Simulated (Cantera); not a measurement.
Charge: 1 mol SiH2Cl2, 0.025 mol Cl2, 150 mol H2, equilibrated at 660 Pa.

Equilibrium computed with Cantera from the NASA thermochemical tables; the gas is ideal and each condensed phase is pure. Candidate condensed phases: Si; 19 gas species. The tables' values for SiCl3, SiCl are old estimates; treat these amounts as uncertain. Gases not in the tables: Si2H6 and higher silanes. Rates play no part.

log p: log10 of the partial pressure in bar; n: condensed amount in mol.

```csv
T (K),log p H2,log p HCl,log p H,log p SiCl4,log p SiCl2,n Si(s),n Si(l)
948,-2.18,-4.27,-10.37,-5.24,-6.17,0.766,0
1048,-2.19,-4.10,-9.21,-6.05,-5.75,0.913,0
1148,-2.19,-4.08,(withheld),(withheld),(withheld),0.939,0
1248,-2.19,-4.08,-7.42,-8.19,-5.57,0.936,0
1348,-2.19,-4.08,-6.73,-9.06,-5.53,0.931,0
1448,-2.19,-4.08,(withheld),(withheld),-5.49,0.925,0
1548,-2.19,-4.09,-5.60,-10.47,-5.46,0.919,0
1648,-2.19,-4.09,-5.14,-11.04,-5.44,0.907,0
1748,-2.19,-4.09,-4.73,-11.59,-5.47,0,0.876
```

Complete the blanks.


- 1148, log p H: -8.24
- 1148, log p SiCl4: -7.17
- 1148, log p SiCl2: -5.63
- 1448, log p H: -6.13
- 1448, log p SiCl4: -9.81
